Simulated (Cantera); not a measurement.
An adiabatic, constant-volume homogeneous reactor starts with C2H4 : O2 : N2 : CO2 = 1 : 7.89 : 29.7 : 0.35 (molar parts), equivalence ratio 0.38, at 1598 K and 9.87 atm.

Detailed kinetics in Cantera: GRI-Mech 3.0 (53 species, 325 reactions). GRI-Mech 3.0 was tuned for natural gas; its chemistry of ethylene as a main component is partial and can be far from experiment.

One state of this run: T (K) = 2631; P (bar) = 16.5; x C2H4 = <1e-12; x O2 = 0.122; x OH = 0.00639; x O = 0.00232; x NO = 0.00291; x N2O = 4.28e-6. x: mole fraction; the columns are a selection and need not sum to one.

Which value of t (s) does it belong to?
A) 0.00215
B) 0.100
C) 0.00774
D) 0.000167

D, 0.000167
